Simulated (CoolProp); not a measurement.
Model: reference Helmholtz-energy equation of state, Gao 2022, in CoolProp.

Task: Give the vapour pressure (MPa), liquid density (kg/m³), vapour density (kg/m³), enthalpy of vaporisation (kJ/kg) of saturated n-perfluoropentane at 14.55 °C.

Result: 
```csv
T (°C),p (MPa),liquid density (kg/m³),vapour density (kg/m³),enthalpy of vaporisation (kJ/kg)
14.55,0.0570,1640,7.13,94.9
```
